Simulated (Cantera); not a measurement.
Input: 1 mol BN, 0.1 mol N₂, held at 1498 K and 1 atm.

Equilibrium computed with Cantera from the NASA thermochemical tables; the gas is ideal and each condensed phase is pure. Candidate condensed phases: B, BN; 5 gas species. Rates play no part.

Q: What is the equilibrium state?

A: 
```
Quantity                              Value
-------------------------------  ----------
x(N₂)                                  1.00
n(BN(s))                           1.00 mol
gas amount                       0.1000 mol
log10 activity of B(s) (absent)       -4.15
```
